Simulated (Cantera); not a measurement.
What does this Cantera script print?

```python
import numpy as np
import cantera as ct

gas_names = """
    CL CL2 H HCL H2 N NH NH2 NH3 N2 N2H2 N2H4 Si SiCL SiCL2 SiCL3 SiCL4 SiH SiHCL3 SiH2 SiH2CL2 SiH3
    SiH3CL SiH4 SiN Si2 Si2N Si3
""".split()
cond_names = """
    NH4CL(a) NH4CL(b) Si(cr) Si(L) Si3N4(a)
""".split()


def load(file, names, dense=False):
    # The tables refer to 1 bar. Condensed volumes are neglected.
    table = {s.name: s for s in ct.Species.list_from_file(file)}
    out = []
    for n in names:
        d = dict(table[n].input_data)
        d["thermo"] = dict(d["thermo"], **{"reference-pressure": 1e5})
        if dense:
            d["equation-of-state"] = {"model": "constant-volume", "density": "1e6 g/cm^3"}
        out.append(ct.Species.from_dict(d))
    return out


gas = ct.Solution(thermo="ideal-gas", species=load("nasa_gas.yaml", gas_names))
cond = {s.name: ct.Solution(thermo="fixed-stoichiometry", species=[s], name=s.name)
        for s in load("nasa_condensed.yaml", cond_names, dense=True)}
atoms = {
    'SiH2Cl2': {'Si': 1, 'H': 2, 'CL': 2},
    'N2': {'N': 2},
    'H2': {'H': 2},
    'NH3': {'N': 1, 'H': 3},
}
top_T = {'Si3N4(a)': 2400}  # K; cautious upper limits of use, not melting points


def equilibrate(T, P, feed):
    n = {}
    for name, mol in feed.items():
        for a, k in atoms[name].items():
            n[a] = n.get(a, 0.0) + k * mol
    gas.TPX = T, P, n
    mass = sum(n.values()) * gas.mean_molecular_weight
    gas.equilibrate("TP")
    valid = [c for c in cond.values() if c.min_temp <= T <= top_T.get(c.name, c.max_temp)]
    mix = ct.Mixture([(gas, mass / gas.mean_molecular_weight)] + [(c, 0.0) for c in valid])
    mix.T, mix.P = T, P
    mix.equilibrate("TP", solver="vcs", rtol=1e-11, max_steps=5000)
    return mix


results = []
feed = {'SiH2Cl2': 1, 'N2': 66, 'H2': 26, 'NH3': 0.64}  # mol
T = 1298  # K
P = 7700  # Pa
mix = equilibrate(T, P, feed)
results.append((T, P, feed, dict(zip(mix.species_names, mix.species_moles))))
x = sorted(zip(gas.X, gas.species_names), reverse=True)
print(f"T = {T:g} K  P = {P:g} Pa  gas = {mix.phase_moles(0):.4g} mol")
print("   x: " + "  ".join(f"{s} {v:.3e}" for v, s in x if v > 0.0001))
print("   condensed (mol): " + ("  ".join(f"{mix.phase(i).name} {mix.phase_moles(i):.4g}"
      for i in range(1, mix.n_phases) if mix.phase_moles(i) > 1e-12) or "none"))
```

It prints:

```
T = 1298 K  P = 7700 Pa  gas = 94.61 mol
   x: N2 6.939e-01  H2 2.849e-01  HCL 2.113e-02
   condensed (mol): Si3N4(a) 0.3333
```

These are equilibrium values from Cantera (NASA tables, ideal gas, pure condensed phases), not measurements of a reactor.
